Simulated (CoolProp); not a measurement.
Vapour-liquid equilibrium of C2F6 (R116) (1) + R22 (2) at 0.293 MPa; x and y are mole fractions of (1).

The numbers come from the multi-fluid Helmholtz-energy mixture model, Lemmon 2006 and Kamei 1995; pair parameters Bell 2016 in CoolProp.

```json
[
 {"x": "0.05", "bubble temperature (°C)": "-30.5", "y at the bubble point": "0.457", "dew temperature at overall composition x (°C)": "-16.7", "liquid density (mol/L)": "15.52"},
 {"x": "0.125", "bubble temperature (°C)": "-42.4", "y at the bubble point": "0.693", "dew temperature at overall composition x (°C)": "-18.9", "liquid density (mol/L)": "15.33"},
 {"x": "0.2", "bubble temperature (°C)": "-47.6", "y at the bubble point": "…", "dew temperature at overall composition x (°C)": "-21.2", "liquid density (mol/L)": "…"},
 {"x": "0.275", "bubble temperature (°C)": "-49.9", "y at the bubble point": "0.800", "dew temperature at overall composition x (°C)": "-23.6", "liquid density (mol/L)": "14.47"},
 {"x": "0.35", "bubble temperature (°C)": "-51.1", "y at the bubble point": "0.816", "dew temperature at overall composition x (°C)": "-26.3", "liquid density (mol/L)": "13.99"},
 {"x": "0.425", "bubble temperature (°C)": "-51.8", "y at the bubble point": "0.825", "dew temperature at overall composition x (°C)": "-29.2", "liquid density (mol/L)": "13.53"},
 {"x": "0.5", "bubble temperature (°C)": "-52.3", "y at the bubble point": "0.833", "dew temperature at overall composition x (°C)": "-32.3", "liquid density (mol/L)": "13.09"},
 {"x": "0.575", "bubble temperature (°C)": "-52.7", "y at the bubble point": "0.842", "dew temperature at overall composition x (°C)": "-35.9", "liquid density (mol/L)": "12.67"},
 {"x": "0.65", "bubble temperature (°C)": "-53.2", "y at the bubble point": "0.853", "dew temperature at overall composition x (°C)": "-39.9", "liquid density (mol/L)": "12.29"},
 {"x": "0.725", "bubble temperature (°C)": "-53.8", "y at the bubble point": "0.868", "dew temperature at overall composition x (°C)": "-44.5", "liquid density (mol/L)": "11.94"},
 {"x": "0.8", "bubble temperature (°C)": "…", "y at the bubble point": "0.890", "dew temperature at overall composition x (°C)": "-49.9", "liquid density (mol/L)": "11.61"},
 {"x": "0.875", "bubble temperature (°C)": "…", "y at the bubble point": "0.919", "dew temperature at overall composition x (°C)": "-54.0", "liquid density (mol/L)": "11.32"},
 {"x": "0.95", "bubble temperature (°C)": "-55.5", "y at the bubble point": "0.962", "dew temperature at overall composition x (°C)": "-55.4", "liquid density (mol/L)": "11.04"}
]
```

**Question.** What belongs in the gaps?

**Answer.** 
- 0.2, y at the bubble point: 0.769
- 0.2, liquid density (mol/L): 14.93
- 0.8, bubble temperature (°C): -54.4
- 0.875, bubble temperature (°C): -55.0

No azeotrope shows between x = 0.05 and 0.95.

The pair parameters rest on a limited set of measurements; away from them the model extrapolates. With so large a gap from Raoult's law the liquid may split in two, which this calculation doesn't test in full.
